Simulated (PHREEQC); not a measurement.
Dissolve 0.00405 mol/kgw NH4HF2, 6.2e-05 mol/kgw (NH4)2SiF6, 0.00042 mol/kgw HBF4 and 0.0001 mol/kgw H2SO4 at 25 °C. Closed to the air; pH follows from the charge balance.

The numbers come from PHREEQC with the ion-association model, phreeqc.dat.

This is a speciation only: nothing precipitates in the calculation.

What pH, ionic strength does the model give?

pH 3.16; ionic strength 0.00507 mol/kgw.

In which forms is S present?

SO4-2 91 %, HSO4- 4.9 %, NH4SO4- 3.6 % of the S.

SiF6-2 is the database's only silicon fluoride. Real BF4- forms and hydrolyses slowly; the run takes it at equilibrium.
